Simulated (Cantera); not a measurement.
Feed: 1 mol MgCO3, 9.6 mol CO2, 0.98 mol H2, at 1125 °C and 750 Torr.

Cantera equilibrium calculation (NASA polynomials, part measured and part estimated; ideal gas, pure solids and liquids). Candidate condensed phases: C, C6H6, C7H8, C8H18, H2O, Mg, MgCO3, MgO, Mg(OH)2; 116 gas species. Rates play no part.

Base state: CO2 0.834, CO 0.0810, H2O 0.0810, H2 0.00363 (mole fractions); condensed: MgO(s).

Task: What changes in the equilibrium state with this change: MgCO3 replaced by CaCO3?

Result: 
```json
[
 {"species": "CO2", "before": "0.834", "after": "0.834"},
 {"species": "CO", "before": "0.0810", "after": "0.0810"},
 {"species": "H2O", "before": "0.0810", "after": "0.0810"},
 {"species": "H2", "before": "0.00363", "after": "0.00363"},
 {"species": "MgO(s), mol", "before": "1.00", "after": "0"},
 {"species": "CaO(s), mol", "before": "0", "after": "1.00"}
]
```
Further candidate phases: Ca, CaCO3, CaO, Ca(OH)2.
